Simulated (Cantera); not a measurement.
An adiabatic, constant-volume homogeneous reactor starts with CH4 : O2 : N2 : CO2 = 1 : 1.67 : 6.27 : 0.51 (molar parts), equivalence ratio 1.2, at 1525 K and 5.30 bar. Integrator tolerance rtol = 1e-08.

Cantera simulation using GRI-Mech 3.0 (53 species, 325 reactions); the numbers are that mechanism's predictions, not measurements.

Problem. What does this change do: 0.45 parts H2 added?

Solution. 
```
quantity                                                              before                                      after
---------------------------------  -----------------------------------------  -----------------------------------------
time of steepest temperature rise                                   0.279 ms                                    71.3 µs
temperature at 3.00 s                                                 2985 K                                     3001 K
equilibrium temperature                                               2985 K                                     3001 K
x(CH4) at 3.00 s                       <1e-12 (gas-phase equilibrium <1e-12)  1.81e-12 (gas-phase equilibrium 2.18e-12)
x(O2) at 3.00 s                      0.00859 (gas-phase equilibrium 0.00859)    0.00430 (gas-phase equilibrium 0.00430)
x(CO2) at 3.00 s                       0.0741 (gas-phase equilibrium 0.0741)      0.0569 (gas-phase equilibrium 0.0569)
x(C2H) at 3.00 s                       <1e-12 (gas-phase equilibrium <1e-12)      <1e-12 (gas-phase equilibrium <1e-12)
x(NO) at 3.00 s                      0.00844 (gas-phase equilibrium 0.00844)    0.00597 (gas-phase equilibrium 0.00597)
x(CH3) at 3.00 s                   1.85e-12 (gas-phase equilibrium 2.28e-12)  7.03e-12 (gas-phase equilibrium 8.43e-12)
x(C2H4) at 3.00 s                      <1e-12 (gas-phase equilibrium <1e-12)      <1e-12 (gas-phase equilibrium <1e-12)
```
Above 3000 K some thermodynamic fits are extrapolated.
